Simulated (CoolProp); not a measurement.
Vapour-liquid equilibrium of R134a (1) + R124 (2) at 1.23 bar; x and y are mole fractions of (1).

Model: multi-fluid Helmholtz-energy mixture model, Tillner-Roth 1994 and de Vries 1995; pair parameters Bell 2016, in CoolProp.

### Question
Give the bubble temperature and the first vapour's composition at x = 0.725, 0.8, 0.875. Is there an azeotrope?

### Answer
x = 0.725: -19.4 °C, y = 0.814; x = 0.8: -20.1 °C, y = 0.865; x = 0.875: -20.8 °C, y = 0.915. No azeotrope shows between x = 0.05 and 0.95.

The pair parameters rest on a limited set of measurements; away from them the model extrapolates.
